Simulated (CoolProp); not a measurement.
A simple Rankine cycle with water: condensing at 310.15 K, boiler at 2.65 MPa, turbine inlet 505.2 K, turbine efficiency 0.7, pump efficiency 0.8, no recuperator. Each further row changes one setting.

Values from CoolProp's reference Helmholtz-energy equation of state, Wagner 2002.

```
case                             thermal efficiency (%)  net work (kJ/kg)  heat in (kJ/kg)  turbine exit temperature (K)  volume ratio over the turbine
-------------------------------  ----------------------  ----------------  ---------------  ----------------------------  -----------------------------
as stated                                          23.2        (withheld)             2660                         310.2                            251
turbine inlet 525.2 K                        (withheld)               633             2720                         310.2                     (withheld)
condensing temperature 302.15 K              (withheld)        (withheld)             2690                         302.1                            380
boiler pressure 1.85 MPa                           22.1        (withheld)             2710                         310.2                            172
turbine efficiency 0.6                             19.8               528             2660                         310.2                            261
```

Complete the blanks.


- as stated, net work (kJ/kg): 617
- turbine inlet 525.2 K, thermal efficiency (%): 23.3
- turbine inlet 525.2 K, volume ratio over the turbine: 240
- condensing temperature 302.15 K, thermal efficiency (%): 24.1
- condensing temperature 302.15 K, net work (kJ/kg): 649
- boiler pressure 1.85 MPa, net work (kJ/kg): 597

The expansion ends wet for: as stated; turbine inlet 525.2 K; condensing temperature 302.15 K; boiler pressure 1.85 MPa; turbine efficiency 0.6.
